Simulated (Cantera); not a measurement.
# Reactions in the system H-O-V

Cantera with NASA thermochemical tables; ideal gases at 1 bar, condensed phases pure. Values are per mole of reaction as written; species without (g) are pure solids or liquids, kept so even where they would boil at 1 bar.

V2O3 + H2O(g) → V2O4 + H2(g)

| T (K) | ΔH° (kJ) | ΔS° (J/K) | ΔG° (kJ) | log10 K |
|---|---|---|---|---|
| 300 | 33.4 | -52.8 | 49.3 | -8.58 |
| 673 | 47.2 | -16.4 | 58.2 | -4.52 |
| 698 | 47.5 | -15.9 | 58.6 | -4.39 |
| 723 | 47.9 | -15.4 | 59.0 | -4.26 |
| 748 | 48.2 | -14.9 | 59.4 | -4.15 |
| 773 | 48.5 | -14.5 | 59.7 | -4.04 |
